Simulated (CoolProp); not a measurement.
Vapour-liquid equilibrium of hydrogen sulfide (1) + toluene (2) at 286 kPa; x and y are mole fractions of (1).

Values from CoolProp's multi-fluid Helmholtz-energy mixture model, Lemmon 2006 and Lemmon 2006; pair parameters Bell 2016.

Q: Give the bubble temperature and the first vapour's composition at x = 0.725, 0.8, 0.875. Is there an azeotrope?

A: x = 0.725: 245.6 K, y = 1.000; x = 0.8: 242.4 K, y = 1.000; x = 0.875: 239.6 K, y = 1.000. No azeotrope shows between x = 0.05 and 0.95.

The pair parameters rest on a limited set of measurements; away from them the model extrapolates.
